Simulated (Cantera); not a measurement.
Charge: 1 mol CaCO3, 0.91 mol C, 3 mol CO2, equilibrated at 22.0 Pa.

These are equilibrium values from Cantera (NASA tables, ideal gas, pure condensed phases), not measurements of a reactor. Candidate condensed phases: C, Ca, CaCO3, CaO; 15 gas species. Equilibrium is a limit: real reactors are often held back by kinetics, nucleation or transport. All values below are at 873 K.

Base state: CO2 0.629, CO 0.371 (mole fractions); condensed: CaO(s).

**Question.** What changes in the equilibrium state with this change: C from 0.91 to 0.29 mol?

**Answer.** 
| species | before | after |
|---|---|---|
| CO2 | 0.629 | 0.865 |
| CO | 0.371 | 0.135 |
| CaO(s), mol | 1.00 | 1.00 |
